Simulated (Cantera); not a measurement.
A closed system holds: 1 mol V, 18 mol H2O, at 10.0 mbar.

Method: chemical equilibrium by Gibbs-energy minimisation in Cantera with the NASA 1993 tables (ideal gas, pure condensed phases). Candidate condensed phases: H2O, V, VO, V2O3, V2O4, V2O5; 12 gas species. Condensed phases not in the tables: the oxides between V2O3 and V2O5 other than VO2. Kinetics and transport are ignored. All values below are at 1600 K.

Base state: H2O 0.916, H2 0.0833, H 0.000157, OH 6.76e-5, VO2 2.28e-5 (mole fractions); condensed: V2O3(s).

**Question.** What changes in the equilibrium state with this change: pressure from 10.0 mbar to 2.20 Pa?

**Answer.** 
| species | before | after |
|---|---|---|
| H2O | 0.916 | 0.898 |
| H2 | 0.0833 | 0.0868 |
| VO2 | 2.28e-5 | 0.0101 |
| O | 1.06e-7 | 4.53e-5 |
| O2 | 5.33e-7 | 0.000214 |
| H | 0.000157 | 0.00341 |
| OH | 6.76e-5 | 0.00138 |
| V2O3(s), mol | 0.500 | 0.408 |
